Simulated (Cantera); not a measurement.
A jet of CH4 : O2 : N2 = 0.013 : 0.2 : 0.79 (molar parts) at 300 K and 0.0510 bar hits a platinum plate 8.8 cm away at a mass flux of 0.13 kg/m²/s; the plate temperature is set and raised in steps from an oxygen-covered start.

Computed with Cantera and Deutschmann's 1995 Pt surface mechanism with GRI-Mech 3.0 gas chemistry. Catalytic surfaces can have several steady states; this one follows from the mechanism file's or the stated starting coverage.

x: mole fraction at the wall; θ: surface coverage.

```json
[
 {"plate T (K)": "850", "wall x CH4": "0.0116", "wall x O2": "0.196", "wall x H2O": "0.00257", "wall x OH": "<1e-8", "wall x CO": "…", "wall x CO2": "0.00168", "θ free Pt": "0.139", "θ O*": "0.861"},
 {"plate T (K)": "900", "wall x CH4": "0.0103", "wall x O2": "0.194", "wall x H2O": "0.00502", "wall x OH": "1.95e-8", "wall x CO": "…", "wall x CO2": "0.00329", "θ free Pt": "0.199", "θ O*": "0.801"},
 {"plate T (K)": "950", "wall x CH4": "0.00871", "wall x O2": "0.190", "wall x H2O": "0.00791", "wall x OH": "6.72e-8", "wall x CO": "…", "wall x CO2": "0.00520", "θ free Pt": "0.264", "θ O*": "0.736"},
 {"plate T (K)": "1000", "wall x CH4": "0.00719", "wall x O2": "0.187", "wall x H2O": "0.0107", "wall x OH": "1.93e-7", "wall x CO": "…", "wall x CO2": "0.00704", "θ free Pt": "0.332", "θ O*": "0.668"},
 {"plate T (K)": "1050", "wall x CH4": "0.00590", "wall x O2": "0.184", "wall x H2O": "0.0131", "wall x OH": "4.85e-7", "wall x CO": "5.46e-6", "wall x CO2": "0.00860", "θ free Pt": "0.399", "θ O*": "0.600"},
 {"plate T (K)": "1100", "wall x CH4": "0.00487", "wall x O2": "0.182", "wall x H2O": "0.0149", "wall x OH": "1.09e-6", "wall x CO": "…", "wall x CO2": "0.00984", "θ free Pt": "0.466", "θ O*": "0.534"},
 {"plate T (K)": "1150", "wall x CH4": "0.00408", "wall x O2": "0.181", "wall x H2O": "0.0163", "wall x OH": "2.25e-6", "wall x CO": "…", "wall x CO2": "0.0108", "θ free Pt": "0.529", "θ O*": "0.470"},
 {"plate T (K)": "1200", "wall x CH4": "0.00347", "wall x O2": "0.179", "wall x H2O": "0.0174", "wall x OH": "4.28e-6", "wall x CO": "…", "wall x CO2": "0.0115", "θ free Pt": "0.590", "θ O*": "0.410"}
]
```

Q: Some entries are withheld; supply them.

A: 
- 850, wall x CO: 3.04e-6
- 900, wall x CO: 3.85e-6
- 950, wall x CO: 4.50e-6
- 1000, wall x CO: 5.02e-6
- 1100, wall x CO: 5.91e-6
- 1150, wall x CO: 6.44e-6
- 1200, wall x CO: 7.11e-6
